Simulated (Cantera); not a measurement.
A closed system holds: 1 mol Cu, 4.7 mol F₂, 0.23 mol N₂, at 750 Torr.

Cantera equilibrium calculation (NASA polynomials, part measured and part estimated; ideal gas, pure solids and liquids). Candidate condensed phases: Cu, CuF₂; 11 gas species. Equilibrium is a limit: real reactors are often held back by kinetics, nucleation or transport.

x: gas mole fraction; n: condensed amount in mol.

```json
[
 {"T (K)": "950", "x F₂": "0.839", "x F": "0.0534", "x NF₃": "0.0914", "x N₂": "0.0166", "x CuF₂": "2.41e-6", "x NF₂": "(withheld)", "n CuF₂(s)": "1.000", "n CuF₂(l)": "0"},
 {"T (K)": "1000", "x F₂": "0.825", "x F": "0.0891", "x NF₃": "0.0545", "x N₂": "0.0319", "x CuF₂": "1.20e-5", "x NF₂": "(withheld)", "n CuF₂(s)": "1.000", "n CuF₂(l)": "0"},
 {"T (K)": "1050", "x F₂": "0.790", "x F": "0.140", "x NF₃": "0.0281", "x N₂": "0.0420", "x CuF₂": "5.08e-5", "x NF₂": "(withheld)", "n CuF₂(s)": "1.000", "n CuF₂(l)": "0"},
 {"T (K)": "1100", "x F₂": "0.733", "x F": "0.207", "x NF₃": "0.0135", "x N₂": "0.0465", "x CuF₂": "0.000187", "x NF₂": "9.43e-6", "n CuF₂(s)": "0.999", "n CuF₂(l)": "0"},
 {"T (K)": "1150", "x F₂": "0.656", "x F": "0.290", "x NF₃": "0.00627", "x N₂": "0.0472", "x CuF₂": "0.000492", "x NF₂": "1.00e-5", "n CuF₂(s)": "0", "n CuF₂(l)": "0.998"},
 {"T (K)": "1200", "x F₂": "0.564", "x F": "0.386", "x NF₃": "0.00283", "x N₂": "0.0459", "x CuF₂": "0.00113", "x NF₂": "9.91e-6", "n CuF₂(s)": "0", "n CuF₂(l)": "0.995"},
 {"T (K)": "1250", "x F₂": "0.464", "x F": "0.489", "x NF₃": "0.00123", "x N₂": "0.0435", "x CuF₂": "0.00241", "x NF₂": "(withheld)", "n CuF₂(s)": "0", "n CuF₂(l)": "0.987"}
]
```

**Question.** Fill in the missing entries.

**Answer.** 
- 950, x NF₂: 3.54e-6
- 1000, x NF₂: 6.01e-6
- 1050, x NF₂: 8.07e-6
- 1250, x NF₂: 9.14e-6
